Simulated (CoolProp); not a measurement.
The numbers come from the reference Helmholtz-energy equation of state, Lemmon 2006 in CoolProp. It is a short technical equation, of lower accuracy than the large ones.

Give the vapour pressure (kPa), liquid density (kg/m³), vapour density (kg/m³), enthalpy of vaporisation (kJ/kg) of saturated C3F8 (R218) at -18.75, -15.35, -12.05 °C.


```
T (°C)  p (kPa)  liquid density (kg/m³)  vapour density (kg/m³)  enthalpy of vaporisation (kJ/kg)
------  -------  ----------------------  ----------------------  --------------------------------
-18.75      214                    1540                    20.9                              98.2
-15.35      244                    1520                    23.6                              96.7
-12.05      275                    1510                    26.6                              95.3
```
